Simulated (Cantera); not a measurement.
Charge: 1 mol C2F6, 0.0071 mol CH4, 12 mol H2, at 2873 K and 52.0 Pa.

These are equilibrium values from Cantera (NASA tables, ideal gas, pure condensed phases), not measurements of a reactor. The feed counts by its element totals alone. Kinetics and transport are ignored.

| species | before | after |
|---|---|---|
| H | 0.701 | 0.718 |
| HF | 0.207 | 0.169 |
| F | 0.0305 | 0.0571 |
| H2 | 0.0231 | 0.0125 |
| C | 0.0138 | 0.0236 |
| C3 | 0.0182 | 0.0134 |
| C2H2 (acetylene) | 0.000245 | 6.88e-5 |
| C5 | 5.56e-5 | 2.16e-5 |
| C4 | 2.10e-5 | 1.30e-5 |
| C2H | 0.00105 | 0.000652 |
| CF | 0.00134 | 0.00193 |
| C2 | 0.00360 | 0.00440 |
Gas species are given as mole fractions.

Question: Which change was made?
A. pressure from 52.0 Pa to 1.00 bar
B. temperature from 2873 K to 1823.15 K
C. H2 from 12 to 2.9 mol
D. temperature from 2873 K to 2975 K

Answer: D, temperature from 2873 K to 2975 K
